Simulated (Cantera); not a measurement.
A perfectly stirred reactor is fed with NH3 : N2 = 1 : 5.7 (molar parts), at 2670 Pa; it is held at 1898 K, and followed from long to short residence time.

Model: the gas-phase N/H chemistry of the illustrative SiF4/NH3 mechanism in the Surface Chemkin manual (1991), integrated in Cantera. Walls and surfaces, which speed up NH3 decomposition in real reactors, are not modelled.

Task: What does this change do: 0.18 parts H2 added?

Result: 
```tsv
quantity	before	after
x(NH3) at τ = 7.20 s	0.0343	0.0344
x(N2H4) at τ = 7.20 s	3.73e-10	3.64e-10
x(H2) at τ = 7.20 s	0.150	0.169
x(H) at τ = 7.20 s	0.000176	0.000195
x(N) at τ = 7.20 s	7.80e-7	7.61e-7
x(NH3) at τ = 29.0 ms	0.147	0.143
x(N2H4) at τ = 29.0 ms	4.45e-9	2.83e-9
x(H2) at τ = 29.0 ms	0.00233	0.0284
x(H) at τ = 29.0 ms	3.06e-6	2.27e-5
x(N) at τ = 29.0 ms	3.41e-8	2.97e-7
```

Task: What does this change do: NH3 1 to 2.7 parts?

Result: 
```tsv
quantity	before	after
x(NH3) at τ = 7.20 s	0.0343	0.0723
x(N2H4) at τ = 7.20 s	3.73e-10	9.22e-10
x(H2) at τ = 7.20 s	0.150	0.282
x(H) at τ = 7.20 s	0.000176	0.000247
x(N) at τ = 7.20 s	7.80e-7	7.00e-7
x(NH3) at τ = 29.0 ms	0.147	0.317
x(N2H4) at τ = 29.0 ms	4.45e-9	9.98e-9
x(H2) at τ = 29.0 ms	0.00233	0.00482
x(H) at τ = 29.0 ms	3.06e-6	3.98e-6
x(N) at τ = 29.0 ms	3.41e-8	3.84e-8
```
